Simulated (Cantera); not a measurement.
**Silicon nitride deposition: trisilylamine + NH₃**

Feed: 1 mol trisilylamine, a varied amount of NH₃, at 1350 K and 0.100 bar.

Equilibrium computed with Cantera from the NASA thermochemical tables; the gas is ideal and each condensed phase is pure. Candidate condensed phases: Si, Si₃N₄; 18 gas species. The feed counts by its element totals alone. Mutual solubility and eutectic melting of coexisting phases are not modelled. Equilibrium is a limit: real reactors are often held back by kinetics, nucleation or transport.

```tsv
n(NH₃) (mol)	log p H₂	log p N₂	log p H	log p NH₃	n Si(s)	n Si₃N₄(s)
1.1	-1.00	-5.75	-6.12	-8.37	1.43	0.525
4.1	-1.02	-2.31	-6.13	-6.68	0	1.00
7	-1.05	-1.93	-6.15	-6.54	0	1.00
10	-1.07	-1.82	-6.16	-6.51	0	1.00
13	-1.08	-1.76	-6.16	-6.50	0	1.00
16	-1.09	-1.73	-6.17	-6.49	0	1.00
19	-1.09	-1.71	-6.17	-6.49	0	1.00
22	-1.10	-1.69	-6.17	-6.48	0	1.00
25	-1.10	-1.68	-6.17	-6.48	0	1.00
```
log p: log10 of the partial pressure in bar; n: condensed amount in mol.

At 1.1 mol NH₃ the condensed part is Si(s) + Si₃N₄(s). From 4.1 mol NH₃ to 25 mol NH₃ the condensed part is Si₃N₄(s).
